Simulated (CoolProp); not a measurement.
Vapour-liquid equilibrium of fluoroethane (R161) (1) + R134a (2) at 0.691 MPa; x and y are mole fractions of (1).

The numbers come from the multi-fluid Helmholtz-energy mixture model, Wu 2012 and Tillner-Roth 1994; pair parameters Bell 2016 in CoolProp.

**Question.** Give the bubble temperature and the first vapour's composition at x = 0.2, 0.8, 0.95. Is there an azeotrope?

**Answer.** x = 0.2: 24.5 °C, y = 0.237; x = 0.8: 17.4 °C, y = 0.850; x = 0.95: 15.4 °C, y = 0.966. No azeotrope shows between x = 0.05 and 0.95.

Pair parameters are fitted to limited data, so mixtures are less certain than the pure fluids.
